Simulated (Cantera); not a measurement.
A closed system holds: 1 mol CuO, 4.4 mol CH4, 0.33 mol H2, at 1750 K and 10.0 mbar.

Equilibrium computed with Cantera from the NASA thermochemical tables; the gas is ideal and each condensed phase is pure. Candidate condensed phases: C, C6H6, C7H8, C8H18, Cu, CuO, Cu(OH)2, Cu2O, H2O; 113 gas species. The numbers say what is thermodynamically allowed, not how fast it happens.

Base state: H2 0.872, CO 0.0957, Cu 0.0299, H 0.00217, C2H2 (acetylene) 0.000100, Cu2 4.58e-5 (mole fractions); condensed: C(graphite) + Cu(l).

Question: What changes in the equilibrium state with this change: temperature from 1750 K to 2123.15 K?

Answer: 
| species | before | after |
|---|---|---|
| H2 | 0.872 | 0.790 |
| CO | 0.0957 | 0.0884 |
| Cu | 0.0299 | 0.0883 |
| H | 0.00217 | 0.0319 |
| C2H2 (acetylene) | 0.000100 | 0.00131 |
| Cu2 | 4.58e-5 | 3.78e-5 |
| C(graphite), mol | 3.40 | 3.37 |
| Cu(l), mol | 0.687 | 0 |

Question: What changes in the equilibrium state with this change: temperature from 1750 K to 2623 K?

Answer: 
```
species            before     after
----------------  -------  --------
H2                  0.872     0.531
H                 0.00217     0.307
CO                 0.0957    0.0760
Cu                 0.0299    0.0760
C3                  <1e-9  0.000307
C2H               1.76e-9  0.000500
C                   <1e-9   8.33e-5
C2                  <1e-9   2.90e-5
C4H2              4.53e-9   6.91e-5
C(graphite), mol     3.40      3.12
Cu(l), mol          0.687         0
```
